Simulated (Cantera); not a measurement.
An isothermal, constant-pressure homogeneous reactor starts with N₂O : H₂O = 1 : 0.066 (molar parts), at 1050 K and 0.0395 atm. Integrator tolerance rtol = 1e-08.

Computed with Cantera and GRI-Mech 3.0 (53 species, 325 reactions). GRI-Mech 3.0 was tuned for natural gas; its chemistry of N2O as a main component is partial and can be far from experiment. Radical loss at walls, strong at low pressure, is not modelled. The mechanism lacks the step 2 NO + O2 → 2 NO2, which can matter for NO2 below about 1400 K. The temperature is held fixed by assumption; the heat of reaction is taken as removed at once.

**Question.** What does this change do: pressure from 0.0395 atm to 0.158 atm?

**Answer.** 
| quantity | before | after |
|---|---|---|
| x(N₂O) at 200 s | 0.666 (gas-phase equilibrium 8.31e-10) | 0.291 (gas-phase equilibrium 1.66e-9) |
| x(H₂O) at 200 s | 0.0562 (gas-phase equilibrium 0.0421) | 0.0483 (gas-phase equilibrium 0.0421) |
| x(H₂O₂) at 200 s | 1.53e-9 (gas-phase equilibrium 2.47e-11) | 4.46e-9 (gas-phase equilibrium 4.94e-11) |
| x(NO₂) at 200 s | 0.000420 (gas-phase equilibrium 5.59e-7) | 0.000247 (gas-phase equilibrium 1.12e-6) |
| x(NO) at 200 s | 0.00715 (gas-phase equilibrium 5.89e-5) | 0.0169 (gas-phase equilibrium 5.89e-5) |
| x(H₂) at 200 s | 3.11e-9 (gas-phase equilibrium 1.36e-10) | 3.15e-9 (gas-phase equilibrium 6.79e-11) |
| x(O) at 200 s | 1.18e-7 (gas-phase equilibrium 1.90e-9) | 9.83e-8 (gas-phase equilibrium 9.51e-10) |
